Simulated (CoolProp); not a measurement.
Dimethyl ether at several states: Z from the reference equation and from simpler models built on Tc = 127.2 °C, pc = 5.337 MPa, ω = 0.196; each cubic takes its own stable root.

Values from CoolProp's reference Helmholtz-energy equation of state, Wu 2011.

```
T (°C)   p (MPa)   phase  reference
-------  -------  ------  ---------
-104.95     2.91  liquid     0.1142
219.25     0.214     gas     0.9925
-3.15      0.062     gas     0.9839
68.35       0.96     gas     0.8811
249.25      1.72     gas     0.9511
-42.35      1.98  liquid    0.06249
```

How far does each simpler model (van der Waals, Redlich-Kwong) lie from the reference over these 6 states: mean and median of the absolute difference, and the worst?


- van der Waals: mean 22.3 %, median 2.3 %, worst +65.4 % at -104.95 °C and 2.91 MPa
- Redlich-Kwong: mean 4.1 %, median 1.0 %, worst +11.4 % at -104.95 °C and 2.91 MPa
